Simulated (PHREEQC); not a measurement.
Synthetic water in mmol/kgw, 25 °C, pH 3.46, pe 8.5: Na 106; K 3.28; Ca 0.693; Mg 16.4; Cl 56.2; S(6) 42.7; B 0.201; Br 4.57.

Cl is adjusted to close the charge balance.
Valence states are taken as typed.

All values are PHREEQC results (ion-association model, wateq4f.dat), not measurements.

### Question
The ionic strength comes out as 0.164 mol/kgw. What activity coefficients do Mg+2, KSO4-, NaSO4-, H+, Cl- get?

### Answer
Mg+2 0.36, KSO4- 0.76, NaSO4- 0.76, H+ 0.81, Cl- 0.73.

No solid was allowed to form.
